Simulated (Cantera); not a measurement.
A perfectly stirred reactor is fed with 53.5 % CH4, 46.5 % H2O, at 0.133 bar; it is held at 1400 K, and followed from long to short residence time.

Computed with Cantera and GRI-Mech 3.0 (53 species, 325 reactions).

One state of this run: x CH4 = 0.496; x H2O = 0.455; x CO2 = 5.53e-6; x CH2O = 1.21e-6; x C2H2 = 0.00958; x H = 5.67e-7. x: mole fraction; the columns are a selection and need not sum to one.

Which value of τ (s) does it belong to?
A. 0.81
B. 0.0068
C. 0.12
D. 0.046

A, 0.81
